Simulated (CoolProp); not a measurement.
Vapour-liquid equilibrium of R22 (1) + R152A (2) at 221.4 K; x and y are mole fractions of (1).

The numbers come from the multi-fluid Helmholtz-energy mixture model, Kamei 1995 and Outcalt 1996; pair parameters Bell 2016 in CoolProp.

Task: Give the bubble pressure and the first vapour's composition at x = 0.05, 0.25, 0.35. Is there an azeotrope?

Result: x = 0.05: 0.02606 MPa, y = 0.096; x = 0.25: 0.03148 MPa, y = 0.411; x = 0.35: 0.03448 MPa, y = 0.537. No azeotrope shows between x = 0.05 and 0.95.

The pair parameters rest on a limited set of measurements; away from them the model extrapolates.
